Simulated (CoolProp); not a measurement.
The fluid at 262.08 K and 0.00432 MPa is compressed adiabatically to 0.0216 MPa with isentropic efficiency 0.85. The same conditions are run with several fluids, on thermodynamics alone (safety and materials aside).

Model: reference Helmholtz-energy equation of state of each fluid (R141b: Lemmon 2006; chlorine: Thol 2021; cyclopentane: Gedanitz 2015; hydrogen sulfide: Lemmon 2006; nitrous oxide: Lemmon 2006), in CoolProp.

### Question
Rank R141b, chlorine, cyclopentane, hydrogen sulfide, nitrous oxide by work (kJ/kg), highest first.

### Answer
hydrogen sulfide (148), nitrous oxide (112), chlorine (71.3), cyclopentane (64.0), R141b (38.1)

| fluid | final temperature (K) | final density (kg/m³) |
|---|---|---|
| R141b | 314.1 | 0.974 |
| chlorine | 408.9 | 0.451 |
| cyclopentane | 318.2 | 0.577 |
| hydrogen sulfide | 408.0 | 0.217 |
| nitrous oxide | 386.5 | 0.296 |
